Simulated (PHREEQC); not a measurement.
PHREEQC input (ion-association model, wateq4f.dat):

```
SOLUTION_MASTER_SPECIES
  An  An-  0  An  62.0  # stands for a non-complexing anion
SOLUTION_SPECIES
  An- = An-
    -log_k 0
    -gamma 3.0 0
PHASES
  Fix_H+
    H+ = H+
    -log_k 0
SOLUTION 1
  temp 25
  units mmol/kgw
  pH 7 charge
  S(6) 0.037
  Cu(2) 0.037
  Na 100
  An 100
END
SELECTED_OUTPUT 1
  -reset false
  -pH true
  -pe true
  -ionic_strength true
  -water true
  -totals Cu Na S Cu(1) Cu(2) S(-2) S(6)
  -molalities Hfo_wOH Hfo_wOH2+ Hfo_wO- Hfo_sOH Hfo_sOH2+ Hfo_sO- Hfo_wSO4- Hfo_wOHSO4-2 Hfo_sOCu+ Hfo_wOCu+
  -saturation_indices Cu(OH)2 Brochantite Antlerite Mirabilite Chalcanthite
USER_PUNCH 1
  -headings sigma psi
  10 PUNCH EDL("sigma", "Hfo"), EDL("psi", "Hfo")
PRINT
  -reset false
USE solution 1
SURFACE 1
  Hfo_wOH 0.000224719 600 0.1
  Hfo_sOH 5.61798e-06
EQUILIBRIUM_PHASES 1
  Fix_H+ -4 HAn 10
    -force_equality true
  O2(g) -0.68 10
END
# ... the last block is repeated for the other 16 points of pH, with NaOH or the acid as the point needs
```

Selected output (columns that matter, 17 of 17 rows; pH added in front):

```
pH	mu	Cu	Na	S	m_Hfo_wOH	m_Hfo_wOH2+	m_Hfo_wO-	si_Cu(OH)2	si_Brochantite	si_Antlerite	si_Mirabilite	si_Chalcanthite	sigma	psi
4	0.10031	3.666e-05	0.1	5.6812e-06	1.5103e-05	0.00017821	2.9323e-08	-5.4767	-16.434	-12.548	-6.8645	-7.9517	0.23738	0.13122
4.38	0.10023	3.55e-05	0.1	7.2767e-06	2.815e-05	0.00016646	1.0906e-07	-4.7306	-14.101	-10.961	-6.7558	-7.857	0.21615	0.12649
4.75	0.10018	3.2614e-05	0.1	9.9826e-06	4.6324e-05	0.00014979	3.2819e-07	-4.0275	-11.891	-9.4535	-6.618	-7.756	0.19047	0.12011
5.12	0.10015	2.7388e-05	0.1	1.4038e-05	6.8672e-05	0.00012729	8.4871e-07	-3.3635	-9.8269	-8.0534	-6.4696	-7.6838	0.16375	0.11251
5.5	0.10011	1.763e-05	0.1	1.9201e-05	9.2536e-05	9.8269e-05	1.9962e-06	-2.7956	-8.1789	-6.9733	-6.3333	-7.7396	0.13899	0.10434
5.88	0.10008	7.4349e-06	0.1	2.4494e-05	0.00011404	6.9735e-05	4.2725e-06	-2.4133	-7.3037	-6.4805	-6.2274	-8.0113	0.11745	0.096047
6.25	0.10006	2.4085e-06	0.1	2.9245e-05	0.00013118	4.8503e-05	8.1277e-06	-2.174	-7.0098	-6.4257	-6.1503	-8.435	0.097638	0.087083
6.62	0.10007	7.4834e-07	0.10002	3.302e-05	0.00014243	3.3728e-05	1.3778e-05	-1.9923	-6.9701	-6.5678	-6.0975	-8.9406	0.078293	0.076643
7	0.10008	2.9895e-07	0.10003	3.5418e-05	0.00014721	2.3855e-05	2.0813e-05	-1.8356	-7.0729	-6.8273	-6.0669	-9.5135	0.059022	0.063911
7.38	0.10009	2.1789e-07	0.10005	3.6497e-05	0.00014716	1.7726e-05	2.7989e-05	-1.7055	-7.2996	-7.184	-6.0538	-10.13	0.041064	0.049051
7.75	0.10009	2.3486e-07	0.10006	3.6859e-05	0.00014481	1.3912e-05	3.4533e-05	-1.6005	-7.6153	-7.6047	-6.0494	-10.761	0.025489	0.032975
8.12	0.1001	2.7872e-07	0.10007	3.6964e-05	0.00014147	1.1278e-05	4.0655e-05	-1.51	-7.9919	-8.0719	-6.0481	-11.409	0.011655	0.01588
8.5	0.1001	3.3684e-07	0.10008	3.6991e-05	0.00013742	9.235e-06	4.6842e-05	-1.424	-8.4076	-8.5736	-6.0477	-12.083	-0.0015988	-0.0022125
8.88	0.10011	4.112e-07	0.10009	3.6998e-05	0.00013257	7.5306e-06	5.3467e-05	-1.3364	-8.8172	-9.0708	-6.0475	-12.755	-0.015106	-0.020372
9.25	0.10013	5.117e-07	0.10012	3.6999e-05	0.00012667	6.0287e-06	6.0973e-05	-1.2412	-9.1764	-9.5252	-6.0474	-13.4	-0.029763	-0.037715
9.62	0.10017	6.6367e-07	0.10016	3.7e-05	0.00011903	4.6254e-06	7.0171e-05	-1.1282	-9.4646	-9.9264	-6.0471	-14.027	-0.047071	-0.054394
10	0.10025	9.2095e-07	0.10025	3.7e-05	0.00010879	3.3067e-06	8.1988e-05	-0.9861	-9.6562	-10.26	-6.0466	-14.645	-0.068629	-0.070563
```

Species that the database lacks are ignored. The database's constant for dissolved Cu(OH)2 is higher than later reviews accept.
